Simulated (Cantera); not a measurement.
## Thermodynamics of aluminium nitride and oxide growth, feed Al + N₂ + H₂

Input: 1 mol Al, 0.59 mol N₂, 13 mol H₂, at 1948.15 K and 0.000440 bar.

Cantera equilibrium calculation (NASA polynomials, part measured and part estimated; ideal gas, pure solids and liquids). Candidate condensed phases: Al, AlN; 13 gas species. Rates play no part.

```yaml
x(H₂): 0.844
x(Al): 0.0665
x(H): 0.0495
x(N₂): 0.0394
x(AlH): 0.000402
gas_amount: 14.96 mol
log10 activity of Al(l) (absent): -2.10
```
